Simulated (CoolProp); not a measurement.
Tetrahydrofuran along the isobar 15.7 MPa: density (kg/m³) from the reference equation and from simpler models built on Tc = 267.0 °C, pc = 5.304 MPa, ω = 0.234; each cubic takes its own stable root.

Model: reference Helmholtz-energy equation of state, Fiedler 2023, in CoolProp.

```csv
T (°C),phase,reference
84.65,liquid,833.0
92.85,liquid,824.3
101.05,liquid,815.5
109.25,liquid,806.6
117.45,liquid,797.6
125.65,liquid,788.5
133.85,liquid,779.3
142.05,liquid,770.0
150.25,liquid,760.5
158.45,liquid,750.9
166.65,liquid,741.2
174.85,liquid,731.3
183.05,liquid,721.2
191.25,liquid,711.0
199.45,liquid,700.5
```

Problem. How far does each simpler model (van der Waals, Redlich-Kwong, Soave-Redlich-Kwong, Peng-Robinson) lie from the reference over these 15 states: mean and median of the absolute difference, and the worst?

Solution. 
- van der Waals: mean 34.0 %, median 34.1 %, worst -35.5 % at 84.65 °C and 15.7 MPa
- Redlich-Kwong: mean 8.7 %, median 8.6 %, worst -9.5 % at 199.45 °C and 15.7 MPa
- Soave-Redlich-Kwong: mean 6.5 %, median 6.3 %, worst -7.5 % at 199.45 °C and 15.7 MPa
- Peng-Robinson: mean 5.3 %, median 5.6 %, worst +5.8 % at 109.25 °C and 15.7 MPa
